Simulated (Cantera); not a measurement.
A closed system holds: 1 mol HMDSO, 1.3 mol N2O, held at 2.80 mbar.

Equilibrium computed with Cantera from the NASA thermochemical tables; the gas is ideal and each condensed phase is pure. Candidate condensed phases: C, C6H6, C7H8, C8H18, H2O, Si, SiC, SiO2, Si2N2O, Si3N4; 151 gas species. The feed counts by its element totals alone. Mutual solubility and eutectic melting of coexisting phases are not modelled. The numbers say what is thermodynamically allowed, not how fast it happens. All values below are at 1098 K.

Base state: H2 0.894, N2 0.0565, CO 0.0492, CH4 8.18e-5, H2O 1.13e-5 (mole fractions); condensed: C(graphite) + SiO2(β-quartz) + Si2N2O(s).

### Question
What changes in the equilibrium state with this change: pressure from 2.80 mbar to 10.0 mbar?

### Answer
| species | before | after |
|---|---|---|
| H2 | 0.894 | 0.911 |
| N2 | 0.0565 | 0.0668 |
| CO | 0.0492 | 0.0223 |
| CH4 | 8.18e-5 | 0.000303 |
| H2O | 1.13e-5 | 1.86e-5 |
| C(graphite), mol | 5.50 | 5.78 |
| SiO2(β-quartz), mol | 0.537 | 0.720 |
| Si2N2O(s), mol | 0.732 | 0.640 |
